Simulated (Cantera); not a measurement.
A Cantera script and its output.

```python
import numpy as np
import cantera as ct

gas = ct.Solution("gri30.yaml")
gas.TPX = 375, 71000, {'C3H8': 1, 'O2': 4.17, 'N2': 10.8}
flame = ct.FreeFlame(gas, width=0.051)
flame.set_refine_criteria(ratio=3, slope=0.08, curve=0.16)
flame.transport_model = "mixture-averaged"
flame.solve(loglevel=0, auto=True)
flame.transport_model = "multicomponent"
flame.soret_enabled = True
flame.solve(loglevel=0, refine_grid=True)
z, T = flame.grid, flame.T
thick = (T[-1] - T[0]) / np.gradient(T, z).max()
show = ['C3H8', 'O2', 'H', 'CH4', 'C2H', 'CH2O']
print(f"laminar burning velocity  {flame.velocity[0] * 100:.3f} cm/s")
print(f"burnt temperature         {T[-1]:.1f} K")
print(f"thermal thickness         {thick * 1e3:.4f} mm")
print(f"grid points               {len(z)}")
z0 = z[flame.heat_release_rate.argmax()]
print(f"{'z/mm':>9s}{'T/K':>9s}{'u/(m/s)':>9s}" + "".join(f"{s:>11s}" for s in show))
rows = []
for k in (-3, -2, -1.5, -1, -0.5, -0.25, 0, 0.25, 0.5, 1, 2, 4, 8):
    zz = z0 + k * thick
    rows.append([k * thick, np.interp(zz, z, T), np.interp(zz, z, flame.velocity),
                 *(np.interp(zz, z, flame.X[gas.species_index(s)]) for s in show)])
    print(f"{rows[-1][0] * 1e3:9.3f}{rows[-1][1]:9.1f}{rows[-1][2]:9.3f}" + "".join(f"{x:11.3e}" for x in rows[-1][3:]))
```

Output:

```
laminar burning velocity  114.963 cm/s
burnt temperature         2522.5 K
thermal thickness         0.2967 mm
grid points               145
     z/mm      T/K  u/(m/s)       C3H8         O2          H        CH4        C2H       CH2O
   -0.890    375.0    1.150  6.259e-02  2.610e-01  3.689e-16  1.841e-07 -1.050e-19  2.625e-08
   -0.593    375.5    1.153  6.251e-02  2.605e-01  1.879e-13  3.142e-06 -8.073e-19  7.378e-07
   -0.445    378.3    1.165  6.243e-02  2.596e-01  1.576e-11  2.010e-05 -5.337e-18  7.111e-06
   -0.297    418.2    1.298  6.257e-02  2.545e-01  6.415e-08  2.250e-04  1.014e-16  1.449e-04
   -0.148    886.8    2.873  4.859e-02  2.040e-01  1.353e-04  2.584e-03  1.173e-10  1.896e-03
   -0.074   1398.8    4.783  1.662e-02  1.421e-01  1.406e-03  4.365e-03  2.248e-07  2.661e-03
    0.000   1860.0    6.612  6.335e-04  7.955e-02  6.459e-03  2.714e-03  9.515e-06  1.239e-03
    0.074   2091.0    7.505  1.420e-06  4.157e-02  1.262e-02  5.718e-04  1.440e-05  2.638e-04
    0.148   2161.1    7.751  5.108e-10  2.450e-02  1.657e-02  6.447e-05  2.968e-06  3.929e-05
    0.297   2197.9    7.836 -1.889e-16  1.469e-02  1.923e-02  4.843e-07  2.060e-08  3.207e-07
    0.593   2234.9    7.924 -5.440e-17  1.168e-02  1.893e-02  1.574e-10  5.395e-12  6.777e-10
    1.187   2283.0    8.065  5.402e-18  1.018e-02  1.664e-02  2.691e-14  8.636e-16  5.785e-10
    2.374   2348.6    8.259 -3.384e-18  8.378e-03  1.332e-02  3.495e-15 -5.287e-18  5.825e-10
```

Computed with Cantera and GRI-Mech 3.0 (53 species, 325 reactions). GRI-Mech 3.0 was tuned for natural gas; its chemistry of propane as a main component is partial and can be far from experiment. Burning velocities carry a grid error of a few per cent, more on coarse grids.
